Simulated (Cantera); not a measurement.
Equilibrium for hydrogen reduction and annealing atmospheres: FeS + H2 + H2O

Charge: 1 mol FeS, 200 mol H2, 4.9 mol H2O, equilibrated at 20.0 mbar.

Cantera equilibrium calculation (NASA polynomials, part measured and part estimated; ideal gas, pure solids and liquids). Candidate condensed phases: Fe, FeO, Fe(OH)2, Fe(OH)3, FeS, FeSO4, FeS2, Fe2O3, Fe2(SO4)3, Fe3O4, H2O, H2SO4, S; 22 gas species. Mutual solubility and eutectic melting of coexisting phases are not modelled. FeS: taken at fixed stoichiometry. Gases not in the tables: S3 to S7. Kinetics and transport are ignored.

```
T (K)  log p H2  log p H2O  log p H2S  log p H  log p SH  log p Fe  n Fe(α)  n FeS(s)  n Fe(γ)  n Fe(δ)
-----  --------  ---------  ---------  -------  --------  --------  -------  --------  -------  -------
748       -1.71      -3.32      -5.82   -13.40    -13.07      <-13   0.0154     0.985        0        0
848       -1.71      -3.32      -5.28   -11.58    -11.18      <-13   0.0538     0.946        0        0
948       -1.71      -3.32      -4.86   -10.14     -9.69      <-13    0.143     0.857        0        0
1048      -1.71      -3.32      -4.51    -8.97     -8.48    -12.85    0.316     0.684        0        0
1148      -1.71      -3.32      -4.22    -8.00     -7.47    -11.10    0.621     0.379        0        0
1248      -1.71      -3.32      -4.01    -7.19     -6.67     -9.63        0         0    1.000        0
1348      -1.71      -3.32      -4.02    -6.49     -6.16     -8.39        0         0    1.000        0
1448      -1.71      -3.32      -4.03    -5.89     -5.73     -7.32        0         0    1.000        0
1548      -1.71      -3.32      -4.05    -5.37     -5.37     -6.39        0         0    0.996        0
1648      -1.71      -3.32      -4.10    -4.91     -5.08     -5.58        0         0    0.973        0
1748      -1.71      -3.32      -4.17    -4.50     -4.85     -4.87        0         0        0    0.861
```
log p: log10 of the partial pressure in bar; n: condensed amount in mol.

From 748 K to 1148 K the condensed part is Fe(α) + FeS(s). From 1248 K to 1648 K the condensed part is Fe(γ). At 1748 K the condensed part is Fe(δ).
